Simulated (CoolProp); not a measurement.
Properties of water along the isobar 148 bar (Tc = 647.1 K, pc = 220.6 bar, ω = 0.344).

Model: reference Helmholtz-energy equation of state, Wagner 2002, in CoolProp.

```
T (K)   phase  density (kg/m³)  cp (kJ/(kg K))  cv (kJ/(kg K))  speed of sound (m/s)  Joule-Thomson coefficient (K/MPa)  conductivity (mW/(m K))
-----  ------  ---------------  --------------  --------------  --------------------  ---------------------------------  -----------------------
500.1  liquid            842.1           4.567           3.218                  1291                           -0.06287                      651
526.7  liquid            805.6             ___           3.139                  1189                          -0.009922                      625
553.3  liquid            763.0           5.092           3.074                  1069                            0.07000                      592
579.9  liquid            710.6           5.671           3.031                 924.2                             0.2063                      552
606.5  liquid            637.6           7.175           3.043                 729.7                             0.5096                      499
633.1     gas            77.55           6.546           2.814                 491.6                              7.425                     90.8
659.7     gas            66.37             ___           2.418                 533.9                              6.868                     82.1
686.3     gas            59.60           3.794             ___                 564.5                              6.280                     79.5
712.9     gas            54.78             ___           2.086                 589.3                                ___                     79.1
```

Question: Some entries are withheld; supply them.

Answer: 
- 526.7, cp (kJ/(kg K)): 4.772
- 659.7, cp (kJ/(kg K)): 4.596
- 686.3, cv (kJ/(kg K)): 2.210
- 712.9, cp (kJ/(kg K)): 3.360
- 712.9, Joule-Thomson coefficient (K/MPa): 5.720

Thermal conductivity comes from a separate model (Huber 2012).
